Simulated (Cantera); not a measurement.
A closed system holds: 1 mol CH3SiCl3, 2.8 mol CH4, 1.8 mol H2, equilibrated at 735 Torr.

Cantera equilibrium calculation (NASA polynomials, part measured and part estimated; ideal gas, pure solids and liquids). Candidate condensed phases: C, C6H6, C7H8, C8H18, Si, SiC; 109 gas species. The feed counts by its element totals alone. The tables' values for SiCl3 are old estimates; treat these amounts as uncertain. Equilibrium is a limit: real reactors are often held back by kinetics, nucleation or transport. All values below are at 1298 K.

Base state: H2 0.764, HCl 0.208, SiCl4 0.0186, CH4 0.00456, SiHCl3 0.00309, SiCl3 0.00117, SiCl2 0.000441, SiH2Cl2 7.22e-5 (mole fractions); condensed: C(graphite) + SiC(s).

Task: What changes in the equilibrium state with this change: pressure from 735 Torr to 100 Torr?

Result: 
```
species             before     after
----------------  --------  --------
H2                   0.764     0.732
HCl                  0.208     0.258
SiCl4               0.0186   0.00655
CH4                0.00456  0.000570
SiH2Cl2            7.22e-5   1.51e-5
SiHCl3             0.00309  0.000839
SiCl2             0.000441  0.000709
C(graphite), mol      2.99      2.89
SiC(s), mol          0.763     0.907
```
